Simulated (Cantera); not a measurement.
Mixture: CO : H2 : CH4 : O2 : N2 = 1 : 0.18 : 0.46 : 1.96 : 7.37 (molar parts), equivalence ratio 0.77, at 1800 Torr, adiabatic and at constant pressure. Ignition delay is the time to a rise of 400 K.

Cantera simulation using GRI-Mech 3.0 (53 species, 325 reactions); the numbers are that mechanism's predictions, not measurements. Below about 1000 K GRI-Mech 3.0 lacks low-temperature oxidation paths.

Task: What does this change do: 0.16 parts H2O added?

Result: 
```tsv
quantity	before	after
delay at 950 K	30.3 ms	35.3 ms
delay at 1150 K	1.58 ms	1.63 ms
delay at 1350 K	0.313 ms	0.323 ms
delay at 1550 K	84.9 µs	86.8 µs
apparent activation energy between 1450 and 1650 K	110 kJ/mol	110 kJ/mol
```

Task: What does this change do: pressure from 1800 Torr to 12800 Torr?

Result: 
```tsv
quantity	before	after
delay at 950 K	30.3 ms	26.0 ms
delay at 1150 K	1.58 ms	0.574 ms
delay at 1350 K	0.313 ms	77.0 µs
delay at 1550 K	84.9 µs	19.6 µs
apparent activation energy between 1450 and 1650 K	110 kJ/mol	120 kJ/mol
```
The pressure lies above the range GRI-Mech 3.0 was tuned for (to about 10 atm).
